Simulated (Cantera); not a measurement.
Mixture: CH₄ : H₂ : O₂ : N₂ : H₂O = 1 : 0.034 : 1.12 : 5.49 : 2.2 (molar parts), equivalence ratio 1.8, at 6.20 bar, adiabatic and at constant pressure. Ignition delay is the time to a rise of 400 K.

Detailed kinetics in Cantera: GRI-Mech 3.0 (53 species, 325 reactions).

### Question
Predict: delay at 1175 K; delay at 1250 K; delay at 1325 K; delay at 1400 K; delay at 1475 K; apparent activation energy between 1325 and 1475 K.

### Answer
```json
{
  "delay at 1175 K": "11.2 ms",
  "delay at 1250 K": "6.14 ms",
  "delay at 1325 K": "3.28 ms",
  "delay at 1400 K": "1.68 ms",
  "delay at 1475 K": "0.827 ms",
  "apparent activation energy between 1325 and 1475 K": "150 kJ/mol"
}
```
